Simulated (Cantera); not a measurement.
Feed: 1 mol Si₃N₄, 0.018 mol CO₂, 1.4 mol H₂, equilibrated at 2.40e-6 bar.

These are equilibrium values from Cantera (NASA tables, ideal gas, pure condensed phases), not measurements of a reactor. Candidate condensed phases: C, C₆H₆, C₇H₈, C₈H₁₈, H₂O, Si, SiC, SiO₂, Si₂N₂O, Si₃N₄; 151 gas species. The tables' values for SiN are old estimates; treat these amounts as uncertain. Kinetics and transport are ignored. All values below are at 2000 K.

Base state: Si 0.404, N₂ 0.271, H 0.259, H₂ 0.0607, SiO 0.00247, CO 0.00242, SiH 0.000105, Si₂ 9.34e-5 (mole fractions); condensed: gas only.

### Question
What changes in the equilibrium state with this change: Si₃N₄ replaced by Si?

### Answer
| species | before | after |
|---|---|---|
| H | 0.259 | 0.475 |
| Si | 0.404 | 0.310 |
| H₂ | 0.0607 | 0.204 |
| N₂ | 0.271 | 0 |
| SiN | 8.49e-5 | 0 |
| CO | 0.00242 | 0.00567 |
| SiO | 0.00247 | 0.00569 |
| Si₂C | 1.67e-5 | 7.63e-6 |
| Si₂ | 9.34e-5 | 5.47e-5 |

### Question
What changes in the equilibrium state with this change: Si₃N₄ replaced by SiC?

### Answer
```json
[
 {"species": "H", "before": "0.259", "after": "0.473"},
 {"species": "Si", "before": "0.404", "after": "0.297"},
 {"species": "H₂", "before": "0.0607", "after": "0.203"},
 {"species": "N₂", "before": "0.271", "after": "0"},
 {"species": "SiC₂", "before": "2.30e-7", "after": "0.0123"},
 {"species": "CO", "before": "0.00242", "after": "0.0113"},
 {"species": "C₂H₂ (acetylene)", "before": "<1e-9", "after": "0.000156"},
 {"species": "SiN", "before": "8.49e-5", "after": "0"},
 {"species": "C₃", "before": "<1e-9", "after": "1.15e-5"},
 {"species": "C(graphite), mol", "before": "0", "after": "0.895"}
]
```
